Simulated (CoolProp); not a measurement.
Aqueous sodium chloride as a coolant, at 25 °C, 1 atm.

Values from CoolProp's Melinder's fits for secondary coolants.

| mass % | freezing point (°C) | viscosity (mPa s) | Prandtl number | density (kg/m³) | cp (kJ/(kg K)) |
|---|---|---|---|---|---|
| 5.7 | -3.5 | 0.978 | … | … | 3.902 |
| 6.9 | -4.3 | 1.00 | 6.43 | 1046 | 3.851 |
| 8.2 | -5.2 | 1.03 | 6.52 | 1056 | 3.798 |
| 9.5 | -6.2 | 1.05 | 6.62 | 1065 | 3.748 |
| 10.8 | -7.2 | 1.08 | 6.73 | 1075 | 3.700 |
| 12.1 | -8.3 | 1.11 | 6.85 | 1084 | 3.654 |
| 13.4 | -9.4 | 1.15 | 6.99 | 1094 | … |
| 14.6 | -10.5 | 1.18 | 7.13 | … | 3.571 |
| 15.9 | -11.8 | 1.22 | 7.30 | 1113 | 3.531 |
| 17.2 | -13.2 | 1.26 | 7.48 | 1123 | 3.492 |

Some entries are withheld; supply them.


- 5.7, Prandtl number: 6.35
- 5.7, density (kg/m³): 1037
- 13.4, cp (kJ/(kg K)): 3.610
- 14.6, density (kg/m³): 1103
